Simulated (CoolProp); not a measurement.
R114 at several states: density (kg/m³) from the reference equation and from simpler models built on Tc = 147.5 °C, pc = 3352 kPa, ω = 0.252; each cubic takes its own stable root.

Computed with CoolProp (reference Helmholtz-energy equation of state, Platzer 1990). This equation is an older, rougher fit; its heat capacities, sound speeds and derivatives of the liquid may be far off and weren't checked against measurements.

```json
[
 {"T (°C)": "98.15", "p (kPa)": "28.1", "phase": "gas", "reference": "1.562"},
 {"T (°C)": "120.35", "p (kPa)": "556", "phase": "gas", "reference": "31.37"},
 {"T (°C)": "153.65", "p (kPa)": "57.5", "phase": "gas", "reference": "2.785"},
 {"T (°C)": "76.35", "p (kPa)": "36.8", "phase": "gas", "reference": "2.179"},
 {"T (°C)": "195.95", "p (kPa)": "2730", "phase": "gas", "reference": "152.9"},
 {"T (°C)": "10.45", "p (kPa)": "3790", "phase": "liquid", "reference": "1512"}
]
```

How far does each simpler model (Soave-Redlich-Kwong, Peng-Robinson) lie from the reference over these 6 states: mean and median of the absolute difference, and the worst?


- Soave-Redlich-Kwong: mean 0.7 %, median 0.0 %, worst -3.0 % at 10.45 °C and 3790 kPa
- Peng-Robinson: mean 2.1 %, median 0.4 %, worst +9.5 % at 10.45 °C and 3790 kPa
